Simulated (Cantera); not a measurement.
What does this Cantera script print?

```python
import numpy as np
import cantera as ct

gas = ct.Solution("gri30.yaml")
gas.TPX = 700, 410000, {'CH4': 0.76, 'O2': 2.04, 'N2': 7.67, 'H2O': 0.62}
flame = ct.FreeFlame(gas, width=0.015)
flame.set_refine_criteria(ratio=3, slope=0.08, curve=0.16)
flame.transport_model = "mixture-averaged"
flame.solve(loglevel=0, auto=True)
z, T = flame.grid, flame.T
thick = (T[-1] - T[0]) / np.gradient(T, z).max()
show = ['CH4', 'O2', 'H2O', 'O', 'HCN', 'C2H4']
print(f"laminar burning velocity  {flame.velocity[0] * 100:.3f} cm/s")
print(f"burnt temperature         {T[-1]:.1f} K")
print(f"thermal thickness         {thick * 1e3:.4f} mm")
print(f"grid points               {len(z)}")
z0 = z[flame.heat_release_rate.argmax()]
print(f"{'z/mm':>9s}{'T/K':>9s}{'u/(m/s)':>9s}" + "".join(f"{s:>11s}" for s in show))
rows = []
for k in (-3, -2, -1.5, -1, -0.5, -0.25, 0, 0.25, 0.5, 1, 2, 4, 8):
    zz = z0 + k * thick
    rows.append([k * thick, np.interp(zz, z, T), np.interp(zz, z, flame.velocity),
                 *(np.interp(zz, z, flame.X[gas.species_index(s)]) for s in show)])
    print(f"{rows[-1][0] * 1e3:9.3f}{rows[-1][1]:9.1f}{rows[-1][2]:9.3f}" + "".join(f"{x:11.3e}" for x in rows[-1][3:]))
```

Result:

```
laminar burning velocity  63.459 cm/s
burnt temperature         2119.3 K
thermal thickness         0.1502 mm
grid points               132
     z/mm      T/K  u/(m/s)        CH4         O2        H2O          O        HCN       C2H4
   -0.451    701.0    0.636  6.839e-02  1.837e-01  5.612e-02  1.250e-13  8.128e-11  1.439e-07
   -0.300    707.2    0.642  6.786e-02  1.831e-01  5.730e-02  6.086e-12  7.917e-10  1.426e-06
   -0.225    724.4    0.659  6.660e-02  1.817e-01  6.013e-02  1.143e-10  3.470e-09  6.332e-06
   -0.150    805.2    0.735  6.129e-02  1.749e-01  7.125e-02  1.036e-08  2.183e-08  4.078e-05
   -0.075   1128.4    1.037  4.127e-02  1.453e-01  1.078e-01  2.915e-06  1.352e-07  2.539e-04
   -0.038   1447.1    1.335  2.169e-02  1.131e-01  1.401e-01  4.575e-05  2.950e-07  4.443e-04
    0.000   1765.1    1.630  4.210e-03  7.710e-02  1.702e-01  4.920e-04  5.335e-07  1.865e-04
    0.038   1909.3    1.756  1.790e-04  5.896e-02  1.808e-01  1.480e-03  3.579e-07  4.665e-06
    0.075   1973.1    1.807  4.957e-06  5.333e-02  1.834e-01  1.549e-03  1.151e-07  5.178e-08
    0.150   2041.1    1.861  6.209e-09  4.960e-02  1.864e-01  1.044e-03  1.249e-08  1.350e-11
    0.300   2090.6    1.901  3.581e-13  4.772e-02  1.895e-01  4.997e-04  5.392e-10  1.039e-16
    0.601   2113.5    1.920  7.188e-15  4.709e-02  1.912e-01  2.349e-04  1.300e-11  7.663e-23
    1.202   2118.8    1.924  1.777e-15  4.698e-02  1.916e-01  1.770e-04  6.336e-13  1.830e-25
```

Model: GRI-Mech 3.0 (53 species, 325 reactions), integrated in Cantera. Burning velocities carry a grid error of a few per cent, more on coarse grids.
